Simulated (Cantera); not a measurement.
A freely propagating, adiabatic, planar premixed flame of H₂ : O₂ : N₂ : H₂O = 1 : 0.943 : 3.58 : 0.14 (molar parts), equivalence ratio 0.53, unburnt at 698 K and 3.00 bar; mixture-averaged transport, grid criteria slope 0.08 and curve 0.16, no radiation.

Cantera simulation using the H2/O2 subset of GRI-Mech 3.0, which has no nitrogen chemistry; the numbers are that mechanism's predictions, not measurements. The hydrogen kinetics of GRI-Mech 3.0 are dated; newer H2 mechanisms differ, most at raised pressure. Burning velocities carry a grid error of a few per cent, more on coarse grids. Lean hydrogen flames are cellular in practice and burn faster than this planar one.

Q: What does this change do: N2 3.58 to 2.7 parts?

A: 
```csv
quantity,before,after
laminar burning velocity,352 cm/s,559 cm/s
thermal thickness,0.114 mm,0.101 mm
peak x(H₂O₂),6.14e-5,5.98e-5
peak x(H),0.00739,0.0132
peak x(O),0.00612,0.0105
```
